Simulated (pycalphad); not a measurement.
Source of the numbers: pycalphad with the COST 507 light-alloy database (1999); pressure 1 atm. No gas phase is included, though pure Mg would boil below 1377 °C. The database dates from 1999; later assessments differ in places, in temperatures and in the compounds included. Diffusion is slow at the low end, where real alloys seldom reach equilibrium.

Molar enthalpy of Al-2.6Mg-15.2Si (at.%) in equilibrium (SER reference):

```tsv
T (°C)	H (kJ/mol)	phases
1377	54.59	liquid
1277	51.47	liquid
1177	48.36	liquid
1077	45.24	liquid
977	42.13	liquid
877	39.02	liquid
777	35.92	liquid
677	32.82	liquid
627	31.28	liquid
577	28.81	liquid + diamond (Si)
527	13.21	fcc + diamond (Si) + MG2SI
477	11.52	fcc + diamond (Si) + MG2SI
377	8.41	fcc + diamond (Si) + MG2SI
277	5.58	fcc + diamond (Si) + MG2SI
177	2.92	fcc + diamond (Si) + MG2SI
77	0.40	fcc + diamond (Si) + MG2SI
```

Cooling from 627 °C to 527 °C, across the freezing range, releases 18.1 kJ/mol, or 667 J/g. The slope is 31 J/(mol K) in the liquid and 34 J/(mol K) just below the solidus, where it includes any heat of precipitation. Liquidus 611 °C, solidus 557 °C. Changes were sought between steps of 50 K, so a narrower field can be missed.

Database names, with the compositions (at.%) that they take in these runs: MG2SI: Mg 67 Si 33.
